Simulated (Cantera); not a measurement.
What does this Cantera script print?

```python
import numpy as np
import cantera as ct

gas_names = """
    AL ALH ALI ALI3 ALN ALO ALOH ALO2 ALO2H AL2 AL2I6 AL2O AL2O2 H HALO HI HNO HNO2 HNO3 HO2 H2 H2O H2O2
    I I2 N NH NH2 NH3 NH2OH NO NO2 NO3 N2 N2H2 N2H4 N2O O OH O2 O3
""".split()
cond_names = """
    AL(cr) AL(L) ALI3(s) ALI3(L) ALN(s) AL2O3(a) AL2O3(L) H2O(s) H2O(L) I2(cr) I2(L)
""".split()


# ... load() reads the species with a 1 bar reference pressure and builds the phases ...
atoms = {
    'AlI3': {'AL': 1, 'I': 3},
    'NH3': {'N': 1, 'H': 3},
    'H2': {'H': 2},
    'N2O': {'N': 2, 'O': 1},
}
top_T = {'ALN(s)': 2750}  # K; cautious upper limits of use, not melting points


# ... equilibrate(T, P, feed) seeds the gas with the atoms and calls Mixture.equilibrate('TP', solver="vcs", rtol=1e-11, max_steps=5000) ...
results = []
feed = {'AlI3': 1, 'NH3': 26, 'H2': 12, 'N2O': 1.8}  # mol
P = 13332.2  # Pa
for T in [1075, 1150, 1225, 1300, 1375, 1450, 1525, 1600, 1675, 1750, 1825, 1900]:
    mix = equilibrate(T, P, feed)
    results.append((T, P, feed, dict(zip(mix.species_names, mix.species_moles))))

top = {s: max(r[3][s] / sum(r[3][g] for g in gas_names) for r in results) for s in gas_names}
cols = sorted((s for s in top if top[s] > 1e-06), key=lambda s: -top[s])[:6]
seen = [c for c in cond_names if any(r[3].get(c, 0) > 1e-12 for r in results)]
print("log10 of partial pressures in bar; condensed amounts in mol")
print(f"{'T/K':>10s}" + "".join(f"{s[:9]:>10s}" for s in cols + seen))
for T, P, feed, n in results:
    ng = sum(n[g] for g in gas_names)
    print(f"{T:10.4g}" + "".join(f"{np.log10(max(n[s] / ng * P / 1e5, 1e-99)):10.3f}" for s in cols)
          + "".join(f"{n.get(c, 0):10.4g}" for c in seen))
```

It prints:

```
log10 of partial pressures in bar; condensed amounts in mol
       T/K        H2        N2        HI         I       H2O         H  AL2O3(a)
      1075    -1.011    -1.533    -2.256    -3.432    -3.227    -8.339       0.5
      1150    -1.011    -1.534    -2.279    -3.189    -3.227    -7.633       0.5
      1225    -1.010    -1.535    -2.312    -2.988    -3.228    -7.012       0.5
      1300    -1.010    -1.535    -2.357    -2.826    -3.228    -6.461       0.5
      1375    -1.010    -1.536    -2.412    -2.696    -3.229    -5.970       0.5
      1450    -1.010    -1.537    -2.477    -2.595    -3.230    -5.529       0.5
      1525    -1.009    -1.538    -2.549    -2.517    -3.231    -5.131       0.5
      1600    -1.009    -1.539    -2.626    -2.457    -3.232    -4.769       0.5
      1675    -1.009    -1.539    -2.704    -2.412    -3.232    -4.440       0.5
      1750    -1.009    -1.540    -2.784    -2.377    -3.233    -4.138    0.4999
      1825    -1.009    -1.540    -2.862    -2.350    -3.233    -3.861    0.4998
      1900    -1.009    -1.541    -2.938    -2.330    -3.232    -3.605    0.4994
```

Method: chemical equilibrium by Gibbs-energy minimisation in Cantera with the NASA 1993 tables (ideal gas, pure condensed phases).
